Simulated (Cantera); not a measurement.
Feed: 1 mol SiHCl₃, 2.5 mol NH₃, 59 mol H₂, at 1150 K and 0.00180 bar.

These are equilibrium values from Cantera (NASA tables, ideal gas, pure condensed phases), not measurements of a reactor. Candidate condensed phases: NH₄Cl, Si, Si₃N₄; 28 gas species. Rates play no part.

Base state: H₂ 0.945, HCl 0.0458, N₂ 0.00895, SiCl₂ 2.43e-5 (mole fractions); condensed: Si₃N₄(s).

Q: What changes in the equilibrium state with this change: NH₃ from 2.5 to 4.2 mol?

A: 
```csv
species,before,after
H₂,0.945,0.936
HCl,0.0458,0.0436
N₂,0.00895,0.0209
SiCl₂,2.43e-5,1.26e-5
"Si₃N₄(s), mol",0.333,0.333
```
